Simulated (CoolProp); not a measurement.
A simple Rankine cycle with cis-2-butene: condensing at 294.15 K, boiler at 1.73 MPa, turbine inlet 423.3 K, turbine efficiency 0.85, pump efficiency 0.6, no recuperator. Each further row changes one setting.

Computed with CoolProp (reference Helmholtz-energy equation of state, Lemmon 2005). It is a short technical equation, of lower accuracy than the large ones.

```json
[
 {"case": "as stated", "thermal efficiency (%)": "16.0", "net work (kJ/kg)": "92.6", "heat in (kJ/kg)": "581", "turbine exit temperature (K)": "350.9", "volume ratio over the turbine": "9.03"},
 {"case": "turbine inlet 443.3 K", "thermal efficiency (%)": "16.0", "net work (kJ/kg)": "99.7", "heat in (kJ/kg)": "625", "turbine exit temperature (K)": "372.4", "volume ratio over the turbine": "8.88"},
 {"case": "condensing temperature 286.15 K", "thermal efficiency (%)": "17.4", "net work (kJ/kg)": "___", "heat in (kJ/kg)": "598", "turbine exit temperature (K)": "___", "volume ratio over the turbine": "11.7"},
 {"case": "boiler pressure 1.21 MPa", "thermal efficiency (%)": "13.9", "net work (kJ/kg)": "___", "heat in (kJ/kg)": "595", "turbine exit temperature (K)": "365.2", "volume ratio over the turbine": "6.15"},
 {"case": "turbine efficiency 0.75", "thermal efficiency (%)": "14.0", "net work (kJ/kg)": "81.2", "heat in (kJ/kg)": "581", "turbine exit temperature (K)": "357.6", "volume ratio over the turbine": "9.22"}
]
```

Question: Some entries are withheld; supply them.

Answer: 
- condensing temperature 286.15 K, net work (kJ/kg): 104
- condensing temperature 286.15 K, turbine exit temperature (K): 343.3
- boiler pressure 1.21 MPa, net work (kJ/kg): 82.6
